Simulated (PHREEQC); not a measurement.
0.14 g of hydrous ferric oxide (600 m²/g; 0.2 weak and 0.005 strong sites per Fe, Dzombak-Morel constants, diffuse double layer) in 1 kg of water with 0.001 mol/kgw of an inert sodium salt and 0.00015 mol/kgw H3BO3, 2.1e-05 mol/kgw Na2HAsO4 and 3.4e-05 mol/kgw NiCl2, at 25 °C; the pH is set by adding NaOH or the inert anion's acid. O2 is buffered at 0.21 atm. CO2 from the air is kept out. No solid was allowed to form.

The series has 13 steps of pH, from 4 to 10.

Computed with PHREEQC (ion-association model, wateq4f.dat).

Question: Near which pH is half of the As sorbed, and on which side is more sorbed?

Answer: Near pH 9.9, with more sorbed at lower pH.

Question: Near which pH is half of the Ni sorbed, and on which side is more sorbed?

Answer: Near pH 6.9, with more sorbed at higher pH.

Complexes and solids missing from the database can't appear. The database has no arsenate complexes of Ni.
